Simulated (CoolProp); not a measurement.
Saturated liquid density (kg/m³) of CH3F (R41): the reference equation beside estimates from Tc = 317.3 K, pc = 5906 kPa, ω = 0.200.

Values from CoolProp's reference Helmholtz-energy equation of state, Lemmon 2006. It is a short technical equation, of lower accuracy than the large ones.

| T (K) | reference | van der Waals | Soave-Redlich-Kwong |
|---|---|---|---|
| 197.7 | 875.1 | 462.1 | 694.4 |
| 205.4 | 858.6 | 453.9 | 681.2 |
| 213 | 841.8 | 445.5 | 667.3 |
| 220.6 | 824.5 | 436.7 | 652.6 |
| 228.3 | 806.2 | 427.4 | 636.7 |
| 235.9 | 787.4 | 417.7 | 620.0 |
| 243.6 | 767.5 | 407.4 | 602.0 |
| 251.2 | 746.7 | 396.6 | 582.8 |
| 258.8 | 724.7 | 385.1 | 562.1 |
| 266.5 | 700.9 | 372.6 | 539.4 |
| 274.1 | 675.5 | 359.3 | 514.9 |
| 281.8 | 647.2 | 344.5 | 487.4 |
| 289.4 | 616.0 | 328.2 | 456.9 |
| 297.1 | 579.4 | 309.3 | 421.2 |
| 304.7 | 534.8 | 286.5 | 378.6 |

Absolute difference from the reference over all 15 rows, mean and median: van der Waals 46.9 and 46.9 %, Soave-Redlich-Kwong 23.0 and 21.9 %.
